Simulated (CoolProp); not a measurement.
Vapour-liquid equilibrium of C3F8 (R218) (1) + c-C4F8 (RC318) (2) at 257.7 K; x and y are mole fractions of (1).

Values from CoolProp's multi-fluid Helmholtz-energy mixture model, Lemmon 2006 and Platzer 1990; pair parameters Bell 2016. This equation is an older, rougher fit; its heat capacities, sound speeds and derivatives of the liquid may be far off and weren't checked against measurements.

```tsv
x	bubble pressure, mixture model (kPa)	bubble pressure, Raoult's law (kPa)	y, mixture model	y, Raoult's law
0.05	[?]	76.04	0.084	0.160
0.2	82.12	102.3	0.362	0.474
0.35	102.9	128.6	0.607	0.660
0.5	[?]	154.9	[?]	0.783
0.65	163.3	181.2	0.885	0.870
0.8	197.5	207.5	0.949	0.935
0.95	231.5	233.8	[?]	0.986
```

Question: Complete the blanks.

Answer: 
- 0.05, bubble pressure, mixture model (kPa): 69.66
- 0.5, bubble pressure, mixture model (kPa): 130.8
- 0.5, y, mixture model: 0.778
- 0.95, y, mixture model: 0.990

The largest gap from Raoult's law is -20.0 % in bubble pressure, at x = 0.35. No azeotrope shows between x = 0.05 and 0.95.

The pair parameters rest on a limited set of measurements; away from them the model extrapolates.
